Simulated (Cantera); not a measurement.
Charge: 1 mol Si₂Cl₆, 61 mol H₂, at 1152 °C.

Cantera equilibrium calculation (NASA polynomials, part measured and part estimated; ideal gas, pure solids and liquids). Candidate condensed phases: Si; 19 gas species. The feed counts by its element totals alone. The tables' values for SiCl₃ are old estimates; treat these amounts as uncertain. Rates play no part.

x: gas mole fraction; n: condensed amount in mol.

```csv
P (Pa),x H₂,x HCl,x SiCl₂,x SiHCl₃,x SiCl₄,x SiCl₃,x SiH₂Cl₂,n Si(s)
100,0.920,0.0653,0.0140,4.83e-6,4.38e-6,0.000125,8.13e-7,1.10
260,0.921,0.0652,0.0139,1.25e-5,1.13e-5,0.000200,2.11e-6,1.09
670,0.921,0.0649,0.0138,3.18e-5,2.87e-5,0.000317,5.38e-6,1.09
1700,0.921,0.0645,0.0136,(withheld),(withheld),0.000495,(withheld),1.09
4500,0.922,0.0636,0.0133,0.000201,0.000177,0.000772,3.47e-5,1.08
12000,0.923,0.0620,0.0126,(withheld),(withheld),0.00116,(withheld),1.06
30000,0.926,0.0592,0.0114,0.00107,0.000878,0.00160,0.000200,1.03
77000,0.929,0.0548,0.00974,0.00217,0.00164,0.00201,0.000440,0.980
200000,0.934,0.0486,0.00762,0.00391,0.00260,0.00225,0.000899,0.899
```

Question: Fill in the missing entries.

Answer: 
- 1700, x SiHCl₃: 7.90e-5
- 1700, x SiCl₄: 7.07e-5
- 1700, x SiH₂Cl₂: 1.35e-5
- 12000, x SiHCl₃: 0.000493
- 12000, x SiCl₄: 0.000423
- 12000, x SiH₂Cl₂: 8.78e-5
